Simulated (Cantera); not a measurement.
Feed: 1 mol Si(CH3)4, 2.3 mol H2, 0.64 mol C3H8, equilibrated at 0.900 Torr.

Equilibrium computed with Cantera from the NASA thermochemical tables; the gas is ideal and each condensed phase is pure. Candidate condensed phases: C, C6H6, C7H8, C8H18, Si, SiC; 87 gas species. Gases not in the tables: Si2H6 and higher silanes. The numbers say what is thermodynamically allowed, not how fast it happens.

### Question
Which condensed phases are stable at each of these points (T (°C)): 925, 1025, 1125, 1225, 1325, 1425, 1525, 1625, 1725, 1825, 1925, 2025, 2125?

### Answer
```tsv
T (°C)	condensed phases	Si condensed (%)
925	C(graphite) + SiC(s)	100.0
1025	C(graphite) + SiC(s)	100.0
1125	C(graphite) + SiC(s)	100.0
1225	C(graphite) + SiC(s)	100.0
1325	C(graphite) + SiC(s)	100.0
1425	C(graphite) + SiC(s)	100.0
1525	C(graphite) + SiC(s)	99.9
1625	C(graphite) + SiC(s)	99.5
1725	C(graphite) + SiC(s)	97.6
1825	C(graphite) + SiC(s)	88.7
1925	C(graphite) + SiC(s)	51.8
2025	C(graphite)	0.0
2125	C(graphite)	0.0
```

From 925 °C to 1925 °C the condensed part is C(graphite) + SiC(s). From 2025 °C to 2125 °C the condensed part is C(graphite).
